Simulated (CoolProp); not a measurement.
Vapour-liquid equilibrium of ethanol (1) + toluene (2) at 124.45 °C; x and y are mole fractions of (1).

The numbers come from the multi-fluid Helmholtz-energy mixture model, Schroeder 2014 and Lemmon 2006; pair parameters Bell 2016 in CoolProp.

Question: Give the bubble pressure and the first vapour's composition at x = 0.05, 0.15, 0.55. Is there an azeotrope?

Answer: x = 0.05: 222.0 kPa, y = 0.348; x = 0.15: 320.5 kPa, y = 0.572; x = 0.55: 445.3 kPa, y = 0.752. No azeotrope shows between x = 0.05 and 0.95.

The pair parameters rest on a limited set of measurements; away from them the model extrapolates. With so large a gap from Raoult's law the liquid may split in two, which this calculation doesn't test in full.
